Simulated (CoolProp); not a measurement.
Saturation properties of R1234ze(Z) (Tc = 423.3 K, pc = 3.531 MPa, ω = 0.327).

Model: reference Helmholtz-energy equation of state, Akasaka 2019, in CoolProp.

```tsv
T (K)	p (MPa)	liquid density (kg/m³)	vapour density (kg/m³)	liquid cp (kJ/(kg K))	surface tension (mN/m)
282.8	0.1010	1264	5.157	1.232	14.7
291.6	0.1407	1242	7.059	1.256	13.6
300.4	0.1917	1219	9.481	1.281	12.5
309.1	0.2553	1195	12.49	1.308	11.4
317.9	0.3350	1170	16.26	1.336	10.4
326.7	0.4326	1144	20.92	1.367	9.32
335.5	0.5506	1117	26.63	1.400	8.30
344.2	0.6897	1088	33.52	1.437	7.31
353	0.8561	1058	42.00	1.480	6.33
361.8	1.051	1026	52.36	1.529	5.37
370.6	1.278	991.1	65.08	1.591	4.45
379.3	1.536	953.6	80.66	1.669	3.57
388.1	1.837	911.3	100.5	1.778	2.72
```

It boils at 282.9 K under 1 atm.

Surface tension comes from a separate correlation (Kondou 2015).
